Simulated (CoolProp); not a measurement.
Vapour-liquid equilibrium of carbonyl sulfide (1) + propane (2) at 1.1 MPa; x and y are mole fractions of (1).

Model: multi-fluid Helmholtz-energy mixture model, Lemmon 2006 and Lemmon 2009; pair parameters Bell 2016, in CoolProp.

```csv
x,"bubble temperature, mixture model (°C)","bubble temperature, Raoult's law (°C)","y, mixture model","y, Raoult's law"
0.05,29.9,30.1,0.066,0.066
0.15,28.3,28.8,0.187,0.192
0.25,26.9,27.5,0.298,0.309
0.35,25.7,26.2,0.403,0.420
0.45,24.6,25.0,0.504,0.524
0.55,23.6,23.8,0.602,0.622
0.65,22.6,22.7,0.696,0.715
0.75,21.6,21.6,0.788,0.802
0.85,20.5,20.5,0.877,0.884
0.95,19.5,19.5,0.960,0.963
```

The largest gap from Raoult's law is -0.6 K in bubble temperature, at x = 0.25. No azeotrope shows between x = 0.05 and 0.95.

Pair parameters are fitted to limited data, so mixtures are less certain than the pure fluids.
